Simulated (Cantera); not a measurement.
Input: 1 mol TEOS, 0.46 mol O₂, 87 mol N₂, 2.4 mol CO₂, held at 0.000970 bar.

Cantera equilibrium calculation (NASA polynomials, part measured and part estimated; ideal gas, pure solids and liquids). Candidate condensed phases: C, C₆H₆, C₇H₈, C₈H₁₈, H₂O, Si, SiC, SiO₂, Si₂N₂O, Si₃N₄; 151 gas species. The feed counts by its element totals alone. N₂ is the only nitrogen source here; it is nearly inert below about 1500 K, so the nitride shown seldom forms there in practice. Equilibrium is a limit: real reactors are often held back by kinetics, nucleation or transport.

**Question.** Which condensed phases are stable at each of these points (T (°C)): 250, 300, 350, 400, 450, 500, 550, 600, 650, 700, 750, 800, 850?

**Answer.** 
```
T (°C)              condensed phases  Si condensed (%)
------  ----------------------------  ----------------
250     C(graphite) + SiO₂(α-quartz)             100.0
300     C(graphite) + SiO₂(α-quartz)             100.0
350     C(graphite) + SiO₂(α-quartz)             100.0
400     C(graphite) + SiO₂(α-quartz)             100.0
450     C(graphite) + SiO₂(α-quartz)             100.0
500     C(graphite) + SiO₂(α-quartz)             100.0
550     C(graphite) + SiO₂(α-quartz)             100.0
600     C(graphite) + SiO₂(β-quartz)             100.0
650     C(graphite) + SiO₂(β-quartz)             100.0
700     C(graphite) + SiO₂(β-quartz)             100.0
750     C(graphite) + SiO₂(β-quartz)             100.0
800          C(graphite) + Si₂N₂O(s)             100.0
850          C(graphite) + Si₂N₂O(s)             100.0
```

From 250 °C to 550 °C the condensed part is C(graphite) + SiO₂(α-quartz). From 600 °C to 750 °C the condensed part is C(graphite) + SiO₂(β-quartz). From 800 °C to 850 °C the condensed part is C(graphite) + Si₂N₂O(s).
